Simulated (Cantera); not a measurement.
A closed system holds: 1 mol TiCl4, 28 mol H2, held at 1077 °C and 50.0 Pa.

Cantera equilibrium calculation (NASA polynomials, part measured and part estimated; ideal gas, pure solids and liquids). Candidate condensed phases: Ti, TiCl2, TiCl3, TiCl4; 10 gas species. The tables' values for TiCl2 are old estimates; treat these amounts as uncertain. Equilibrium is a limit: real reactors are often held back by kinetics, nucleation or transport.

Base state: H2 0.929, HCl 0.0372, TiCl3 0.0300, TiCl2 0.00357, TiCl4 0.000246, H 0.000103 (mole fractions); condensed: gas only.

### Question
What changes in the equilibrium state with this change: TiCl4 replaced by Ti?

### Answer
| species | before | after |
|---|---|---|
| H2 | 0.929 | 1.000 |
| H | 0.000103 | 0.000107 |
| HCl | 0.0372 | 0 |
| TiCl3 | 0.0300 | 0 |
| TiCl2 | 0.00357 | 0 |
| TiCl4 | 0.000246 | 0 |
| Ti(β), mol | 0 | 1.000 |
